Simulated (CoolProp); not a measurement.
Model: reference Helmholtz-energy equation of state, Gao 2016, in CoolProp.

For sulfur dioxide, give the phase and the density (kg/m³), isothermal compressibility (1/MPa) at 436.2 K and 1.97 MPa; 436.2 K and 2.71 MPa; 436.2 K and 3.2 MPa.


- 436.2 K and 1.97 MPa: gas; density 38.2, isothermal compressibility 0.560
- 436.2 K and 2.71 MPa: gas; density 54.7, isothermal compressibility 0.427
- 436.2 K and 3.2 MPa: gas; density 66.5, isothermal compressibility 0.374
